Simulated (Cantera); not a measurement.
Input: 1 mol Si3N4, 1.2 mol N2O, 72 mol H2, 0.16 mol CO2, held at 1 atm.

These are equilibrium values from Cantera (NASA tables, ideal gas, pure condensed phases), not measurements of a reactor. Candidate condensed phases: C, C6H6, C7H8, C8H18, H2O, Si, SiC, SiO2, Si2N2O, Si3N4; 151 gas species. Gases not in the tables: Si2H6 and higher silanes. The numbers say what is thermodynamically allowed, not how fast it happens.

Problem. At 2123 K, list the 7 most abundant gas species with their mole fractions, and the condensed phases.

Solution. H2 0.935, N2 0.0416, SiO 0.0178, H 0.00345, CO 0.00199, SiH2 0.000192, Si 0.000168. Condensed: Si(l).
